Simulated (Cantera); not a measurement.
Charge: 1 mol SiCl4, 1.1 mol Cl2, a varied amount of H2, at 1175 °C and 11.0 bar.

Equilibrium computed with Cantera from the NASA thermochemical tables; the gas is ideal and each condensed phase is pure. Candidate condensed phases: Si; 19 gas species. Kinetics and transport are ignored.

**Question.** At 0.91 mol H2, list the 4 most abundant gas species with their mole fractions, and the condensed phases.

**Answer.** HCl 0.604, SiCl4 0.332, Cl2 0.0615, Cl 0.00304. Condensed: gas only.
